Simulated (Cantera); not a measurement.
Input: 1 mol c-C4F8, 0.036 mol HCl, 0.27 mol H2, 0.025 mol Si, at 1698 K and 32.0 Pa.

These are equilibrium values from Cantera (NASA tables, ideal gas, pure condensed phases), not measurements of a reactor. Candidate condensed phases: C, C6H6, C7H8, C8H18, Si, SiC; 143 gas species. The feed counts by its element totals alone. Gases not in the tables: C2F6 and larger saturated fluorocarbons. Equilibrium is a limit: real reactors are often held back by kinetics, nucleation or transport.

Base state: CF4 0.705, HF 0.228, CF2 0.0271, F 0.0146, Cl 0.0142, SiF4 0.00988, CF3 0.00150, HCl 2.76e-5 (mole fractions); condensed: C(graphite).

Problem. What changes in the equilibrium state with this change: c-C4F8 replaced by CCl4?

Solution. 
| species | before | after |
|---|---|---|
| Cl | 0.0142 | 0.841 |
| HCl | 2.76e-5 | 0.146 |
| Cl2 | 1.78e-6 | 0.00627 |
| CF4 | 0.705 | 0 |
| HF | 0.228 | 0 |
| CF2 | 0.0271 | 0 |
| F | 0.0146 | 0 |
| SiCl4 | <1e-9 | 0.00455 |
| SiF4 | 0.00988 | 0 |
| CF3 | 0.00150 | 0 |
| SiCl3 | <1e-9 | 0.00118 |
| SiCl2 | <1e-9 | 0.000607 |
| C(graphite), mol | 2.14 | 1.000 |
The tables' values for SiCl3 are old estimates; treat these amounts as uncertain.

Problem. What changes in the equilibrium state with this change: HCl from 0.036 to 0.06 mol?

Solution. 
```json
[
 {"species": "CF4", "before": "0.705", "after": "0.691"},
 {"species": "HF", "before": "0.228", "after": "0.233"},
 {"species": "CF2", "before": "0.0271", "after": "0.0269"},
 {"species": "Cl", "before": "0.0142", "after": "0.0232"},
 {"species": "F", "before": "0.0146", "after": "0.0145"},
 {"species": "SiF4", "before": "0.00988", "after": "0.00971"},
 {"species": "HCl", "before": "2.76e-5", "after": "4.65e-5"},
 {"species": "CClF3", "before": "1.85e-5", "after": "2.99e-5"},
 {"species": "C(graphite), mol", "before": "2.14", "after": "2.15"}
]
```
